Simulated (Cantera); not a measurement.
Cantera run, input and output.

```python
import numpy as np
import cantera as ct

gas = ct.Solution("gri30.yaml")
gas.TPX = 1375, 1333, {'H2': 0.0074, 'O2': 1, 'N2': 1}
reactor = ct.IdealGasConstPressureReactor(gas, energy="off", clone=False)
net = ct.ReactorNet([reactor])
net.rtol, net.atol = 1e-08, 1e-18
show = ['H2', 'O2', 'NO2', 'O', 'NO', 'OH']
times = np.geomspace(8e-06, 7, 9)

steps = ct.SolutionArray(gas, extra=["t"])
rows = []
print(f"{'t/s':>10s}{'T/K':>9s}{'P/Pa':>11s}" + "".join(f"{s:>11s}" for s in show))
for t in times:
    while net.time < t:
        t_next = net.step()
        steps.append(gas.state, t=t_next)
    rows.append([np.interp(t, steps.t, y) for y in (steps.T, steps.P, *steps(*show).X.T)])
    print(f"{t:10.3e}{rows[-1][0]:9.1f}{rows[-1][1]:11.4g}" + "".join(f"{x:11.3e}" for x in rows[-1][2:]))
rate = np.gradient(steps.T, steps.t)
print("integrator steps:", len(steps.t))
if steps.T.max() > steps.T[0] + 200:
    print(f"time of steepest temperature rise: {steps.t[rate.argmax()]:.4e} s")
gas.TPX = 1375, 1333, {'H2': 0.0074, 'O2': 1, 'N2': 1}
gas.equilibrate("TP")
print(f"equilibrium (TP): T = {gas.T:.1f} K  " + "  ".join(f"{s} {gas[s].X[0]:.3e}" for s in show))
```

It prints:

```
       t/s      T/K       P/Pa         H2         O2        NO2          O         NO         OH
 8.000e-06   1375.0       1333  3.686e-03  4.982e-01  2.319e-30  2.145e-11  4.096e-22  2.142e-11
 4.424e-05   1375.0       1333  3.686e-03  4.982e-01  2.571e-27  5.070e-10  7.449e-20  5.035e-10
 2.447e-04   1375.0       1333  3.686e-03  4.982e-01  2.452e-24  6.648e-09  7.913e-18  6.373e-09
 1.353e-03   1375.0       1333  3.686e-03  4.982e-01  2.533e-21  9.119e-08  5.581e-16  7.852e-08
 7.483e-03   1375.0       1333  3.521e-03  4.980e-01  7.196e-17  1.096e-04  1.295e-12  8.841e-05
 4.139e-02   1375.0       1333  1.066e-05  4.947e-01  2.508e-13  3.201e-03  2.973e-09  4.610e-04
 2.289e-01   1375.0       1333  9.005e-06  4.951e-01  2.404e-12  2.681e-03  2.671e-08  4.238e-04
 1.266e+00   1375.0       1333  4.255e-06  4.962e-01  1.259e-11  1.237e-03  1.113e-07  2.918e-04
 7.000e+00   1375.0       1333  5.850e-07  4.971e-01  4.290e-11  1.656e-04  2.184e-07  1.084e-04
integrator steps: 939
equilibrium (TP): T = 1375.0 K  H2 1.394e-08  O2 4.968e-01  NO2 1.111e-06  O 3.911e-06  NO 7.725e-04  OH 1.678e-05
```

Computed with Cantera and GRI-Mech 3.0 (53 species, 325 reactions). Radical loss at walls, strong at low pressure, is not modelled.
